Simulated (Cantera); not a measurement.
Standard-state values (1 bar) from the NASA 1993 polynomials, evaluated with Cantera. Values are per mole of reaction as written; species without (g) are pure solids or liquids, kept so even where they would boil at 1 bar. VO: taken at fixed stoichiometry.

Question: Between 2623 and 2823 K, where is each reaction favourable under standard conditions?
- 3 H2O2(g) + 6 VO + N2(g) → 2 NH3(g) + 3 V2O4

Answer: 
- 3 H2O2(g) + 6 VO + N2(g) → 2 NH3(g) + 3 V2O4: ΔG° is -536 kJ at 2623 K and -484 kJ at 2823 K; it stays negative (K > 1). ΔH° is -1195 kJ and ΔS° -252 J/K at 2823 K.
